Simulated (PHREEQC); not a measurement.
A solution holds 0.004 mol Cu(BF4)2 and 0.018 mol HBF4 per kg of water, at 25 °C. Closed to the air; pH follows from the charge balance.

Computed with PHREEQC (ion-association model, wateq4f.dat).

No solid was allowed to form.

Q: Order these B species by the share of B that they hold, largest first: BF4-, BF3OH-, BF2(OH)2-, H3BO3.

A: BF4- (88 %), H3BO3 (7.0 %), BF3OH- (4.1 %), BF2(OH)2- (0.70 %)

Q: Order these F species by the share of F that they hold, largest first: BF3OH-, BF2(OH)2-, HF, BF4-, F-.

A: BF4- (88 %), HF (7.6 %), BF3OH- (3.1 %), F- (0.41 %), BF2(OH)2- (0.35 %)

The pH is 1.84 and the ionic strength 0.0286 mol/kgw. Complexes and solids missing from the database can't appear. Real BF4- forms and hydrolyses slowly; the run takes it at equilibrium.
